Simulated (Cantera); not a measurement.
A Cantera script and what it prints.

```python
import numpy as np
import cantera as ct

gas_names = [...]  # 113 gases of nasa_gas.yaml made of C, H, O, Ta
cond_names = """
    C(gr) C6H6(L) C7H8(L) C8H18(L),n-octa H2O(s) H2O(L) Ta(cr) Ta(L) TaC(s) TaC(L) Ta2O5(s) Ta2O5(L)
""".split()


# ... load() reads the species with a 1 bar reference pressure and builds the phases ...
atoms = {
    'Ta': {'Ta': 1},
    'H2O': {'H': 2, 'O': 1},
    'CO2': {'C': 1, 'O': 2},
}
top_T = {'C(gr)': 4500}  # K; cautious upper limits of use, not melting points


# ... equilibrate(T, P, feed) seeds the gas with the atoms and calls Mixture.equilibrate('TP', solver="vcs", rtol=1e-11, max_steps=5000) ...
results = []
feed = {'Ta': 1, 'H2O': 0.033, 'CO2': 0.13}  # mol
for P in [0.1, 1.5, 22, 320, 4600, 68000, 1000000]:
    for T in [898, 998, 1098, 1198, 1298, 1398, 1498, 1598, 1698, 1798]:
        mix = equilibrate(T, P, feed)
        results.append((T, P, feed, dict(zip(mix.species_names, mix.species_moles))))

for T, P, feed, n in results:
    print(f"{T:7g} {P:10.4g}  " + (" + ".join(c for c in cond_names if n.get(c, 0) > 1e-12) or "gas only"))
```

It prints:

```
    898        0.1  Ta(cr) + TaC(s) + Ta2O5(s)
    998        0.1  Ta(cr) + TaC(s) + Ta2O5(s)
   1098        0.1  Ta(cr) + TaC(s) + Ta2O5(s)
   1198        0.1  Ta(cr) + TaC(s) + Ta2O5(s)
   1298        0.1  Ta(cr) + TaC(s) + Ta2O5(s)
   1398        0.1  Ta(cr) + TaC(s) + Ta2O5(s)
   1498        0.1  Ta(cr) + TaC(s) + Ta2O5(s)
   1598        0.1  Ta(cr) + Ta2O5(s)
   1698        0.1  Ta(cr) + Ta2O5(s)
   1798        0.1  Ta(cr) + Ta2O5(s)
    898        1.5  Ta(cr) + TaC(s) + Ta2O5(s)
    998        1.5  Ta(cr) + TaC(s) + Ta2O5(s)
   1098        1.5  Ta(cr) + TaC(s) + Ta2O5(s)
   1198        1.5  Ta(cr) + TaC(s) + Ta2O5(s)
   1298        1.5  Ta(cr) + TaC(s) + Ta2O5(s)
   1398        1.5  Ta(cr) + TaC(s) + Ta2O5(s)
   1498        1.5  Ta(cr) + TaC(s) + Ta2O5(s)
   1598        1.5  Ta(cr) + TaC(s) + Ta2O5(s)
   1698        1.5  Ta(cr) + Ta2O5(s)
   1798        1.5  Ta(cr) + Ta2O5(s)
    898         22  Ta(cr) + TaC(s) + Ta2O5(s)
    998         22  Ta(cr) + TaC(s) + Ta2O5(s)
   1098         22  Ta(cr) + TaC(s) + Ta2O5(s)
   1198         22  Ta(cr) + TaC(s) + Ta2O5(s)
   1298         22  Ta(cr) + TaC(s) + Ta2O5(s)
   1398         22  Ta(cr) + TaC(s) + Ta2O5(s)
   1498         22  Ta(cr) + TaC(s) + Ta2O5(s)
   1598         22  Ta(cr) + TaC(s) + Ta2O5(s)
   1698         22  Ta(cr) + TaC(s) + Ta2O5(s)
   1798         22  Ta(cr) + Ta2O5(s)
    898        320  Ta(cr) + TaC(s) + Ta2O5(s)
    998        320  Ta(cr) + TaC(s) + Ta2O5(s)
   1098        320  Ta(cr) + TaC(s) + Ta2O5(s)
   1198        320  Ta(cr) + TaC(s) + Ta2O5(s)
   1298        320  Ta(cr) + TaC(s) + Ta2O5(s)
   1398        320  Ta(cr) + TaC(s) + Ta2O5(s)
   1498        320  Ta(cr) + TaC(s) + Ta2O5(s)
   1598        320  Ta(cr) + TaC(s) + Ta2O5(s)
   1698        320  Ta(cr) + TaC(s) + Ta2O5(s)
   1798        320  Ta(cr) + TaC(s) + Ta2O5(s)
    898       4600  Ta(cr) + TaC(s) + Ta2O5(s)
    998       4600  Ta(cr) + TaC(s) + Ta2O5(s)
   1098       4600  Ta(cr) + TaC(s) + Ta2O5(s)
   1198       4600  Ta(cr) + TaC(s) + Ta2O5(s)
   1298       4600  Ta(cr) + TaC(s) + Ta2O5(s)
   1398       4600  Ta(cr) + TaC(s) + Ta2O5(s)
   1498       4600  Ta(cr) + TaC(s) + Ta2O5(s)
   1598       4600  Ta(cr) + TaC(s) + Ta2O5(s)
   1698       4600  Ta(cr) + TaC(s) + Ta2O5(s)
   1798       4600  Ta(cr) + TaC(s) + Ta2O5(s)
    898    6.8e+04  Ta(cr) + TaC(s) + Ta2O5(s)
    998    6.8e+04  Ta(cr) + TaC(s) + Ta2O5(s)
   1098    6.8e+04  Ta(cr) + TaC(s) + Ta2O5(s)
   1198    6.8e+04  Ta(cr) + TaC(s) + Ta2O5(s)
   1298    6.8e+04  Ta(cr) + TaC(s) + Ta2O5(s)
   1398    6.8e+04  Ta(cr) + TaC(s) + Ta2O5(s)
   1498    6.8e+04  Ta(cr) + TaC(s) + Ta2O5(s)
   1598    6.8e+04  Ta(cr) + TaC(s) + Ta2O5(s)
   1698    6.8e+04  Ta(cr) + TaC(s) + Ta2O5(s)
   1798    6.8e+04  Ta(cr) + TaC(s) + Ta2O5(s)
    898      1e+06  Ta(cr) + TaC(s) + Ta2O5(s)
    998      1e+06  Ta(cr) + TaC(s) + Ta2O5(s)
   1098      1e+06  Ta(cr) + TaC(s) + Ta2O5(s)
   1198      1e+06  Ta(cr) + TaC(s) + Ta2O5(s)
   1298      1e+06  Ta(cr) + TaC(s) + Ta2O5(s)
   1398      1e+06  Ta(cr) + TaC(s) + Ta2O5(s)
   1498      1e+06  Ta(cr) + TaC(s) + Ta2O5(s)
   1598      1e+06  Ta(cr) + TaC(s) + Ta2O5(s)
   1698      1e+06  Ta(cr) + TaC(s) + Ta2O5(s)
   1798      1e+06  Ta(cr) + TaC(s) + Ta2O5(s)
```

These are equilibrium values from Cantera (NASA tables, ideal gas, pure condensed phases), not measurements of a reactor. Mutual solubility and eutectic melting of coexisting phases are not modelled. TaC: taken at fixed stoichiometry. Condensed phases not in the tables: Ta2C, N, O or C dissolved in the metal.
